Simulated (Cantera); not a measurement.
Charge: 1 mol C, 0.02 mol O₂, 13 mol H₂, equilibrated at 1173 K and 133 Pa.

These are equilibrium values from Cantera (NASA tables, ideal gas, pure condensed phases), not measurements of a reactor. Candidate condensed phases: C, C₆H₆, C₇H₈, C₈H₁₈, H₂O; 110 gas species. Equilibrium is a limit: real reactors are often held back by kinetics, nucleation or transport.

Base state: H₂ 0.997, CO 0.00307, CH₄ 2.58e-5 (mole fractions); condensed: C(graphite).

### Question
What changes in the equilibrium state with this change: O₂ from 0.02 to 0.4 mol?

### Answer
```
species            before    after
----------------  -------  -------
H₂                  0.997    0.942
CO                0.00307   0.0580
CH₄               2.58e-5  2.30e-5
C(graphite), mol    0.960    0.200
```

### Question
What changes in the equilibrium state with this change: temperature from 1173 K to 2723.15 K?

### Answer
```json
[
 {"species": "H", "before": "3.22e-6", "after": "0.772"},
 {"species": "H₂", "before": "0.997", "after": "0.207"},
 {"species": "C₃", "before": "<1e-9", "after": "0.00849"},
 {"species": "C₂H", "before": "<1e-9", "after": "0.00211"},
 {"species": "C", "before": "<1e-9", "after": "0.00205"},
 {"species": "C(graphite), mol", "before": "0.960", "after": "0"}
]
```
